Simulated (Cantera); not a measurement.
A Cantera script and what it prints.

```python
import numpy as np
import cantera as ct

gas_names = """
    H HO2 H2 H2O H2O2 O OH O2 O3 V VO VO2
""".split()
cond_names = """
    H2O(s) H2O(L) V(cr) V(L) VO(s) VO(L) V2O3(s) V2O3(L) V2O4(I) V2O4(II) V2O4(L) V2O5(s) V2O5(L)
""".split()


# ... load() reads the species with a 1 bar reference pressure and builds the phases ...
atoms = {
    'V2O5': {'V': 2, 'O': 5},
    'H2': {'H': 2},
    'H2O': {'H': 2, 'O': 1},
}
top_T = {}  # K; cautious upper limits of use, not melting points


# ... equilibrate(T, P, feed) seeds the gas with the atoms and calls Mixture.equilibrate('TP', solver="vcs", rtol=1e-11, max_steps=5000) ...
results = []
feed = {'V2O5': 1, 'H2': 570, 'H2O': 0.15}  # mol
P = 100000  # Pa
for T in [1248, 1273, 1298, 1323, 1348, 1373, 1398, 1423, 1448, 1473, 1498, 1523, 1548]:
    mix = equilibrate(T, P, feed)
    results.append((T, P, feed, dict(zip(mix.species_names, mix.species_moles))))
    x = sorted(zip(gas.X, gas.species_names), reverse=True)
    print(f"T = {T:g} K  P = {P:g} Pa  gas = {mix.phase_moles(0):.4g} mol")
    print("   x: " + "  ".join(f"{s} {v:.3e}" for v, s in x if v > 1e-06))
    print("   condensed (mol): " + ("  ".join(f"{mix.phase(i).name} {mix.phase_moles(i):.4g}"
          for i in range(1, mix.n_phases) if mix.phase_moles(i) > 1e-12) or "none"))
```

Output:

```
T = 1248 K  P = 100000 Pa  gas = 570.2 mol
   x: H2 9.962e-01  H2O 3.771e-03
   condensed (mol): V2O3(s) 1
T = 1273 K  P = 100000 Pa  gas = 570.2 mol
   x: H2 9.962e-01  H2O 3.771e-03
   condensed (mol): V2O3(s) 1
T = 1298 K  P = 100000 Pa  gas = 570.2 mol
   x: H2 9.962e-01  H2O 3.771e-03  H 1.070e-06
   condensed (mol): V2O3(s) 1
T = 1323 K  P = 100000 Pa  gas = 570.2 mol
   x: H2 9.962e-01  H2O 3.771e-03  H 1.583e-06
   condensed (mol): V2O3(s) 1
T = 1348 K  P = 100000 Pa  gas = 570.2 mol
   x: H2 9.962e-01  H2O 3.771e-03  H 2.309e-06
   condensed (mol): V2O3(s) 1
T = 1373 K  P = 100000 Pa  gas = 570.2 mol
   x: H2 9.962e-01  H2O 3.771e-03  H 3.324e-06
   condensed (mol): V2O3(s) 1
T = 1398 K  P = 100000 Pa  gas = 570.2 mol
   x: H2 9.962e-01  H2O 3.771e-03  H 4.723e-06
   condensed (mol): V2O3(s) 1
T = 1423 K  P = 100000 Pa  gas = 570.2 mol
   x: H2 9.962e-01  H2O 3.771e-03  H 6.630e-06
   condensed (mol): V2O3(s) 1
T = 1448 K  P = 100000 Pa  gas = 570.2 mol
   x: H2 9.962e-01  H2O 3.771e-03  H 9.200e-06
   condensed (mol): V2O3(s) 1
T = 1473 K  P = 100000 Pa  gas = 570.2 mol
   x: H2 9.962e-01  H2O 3.771e-03  H 1.263e-05
   condensed (mol): V2O3(s) 1
T = 1498 K  P = 100000 Pa  gas = 570.2 mol
   x: H2 9.962e-01  H2O 3.771e-03  H 1.715e-05
   condensed (mol): V2O3(s) 1
T = 1523 K  P = 100000 Pa  gas = 570.2 mol
   x: H2 9.959e-01  H2O 4.123e-03  H 2.306e-05
   condensed (mol): VO(s) 0.4014  V2O3(s) 0.7993
T = 1548 K  P = 100000 Pa  gas = 570.2 mol
   x: H2 9.953e-01  H2O 4.705e-03  H 3.072e-05
   condensed (mol): VO(s) 1.065  V2O3(s) 0.4676
```

Method: chemical equilibrium by Gibbs-energy minimisation in Cantera with the NASA 1993 tables (ideal gas, pure condensed phases). Mutual solubility and eutectic melting of coexisting phases are not modelled. VO: taken at fixed stoichiometry. Condensed phases not in the tables: the oxides between V2O3 and V2O5 other than VO2.
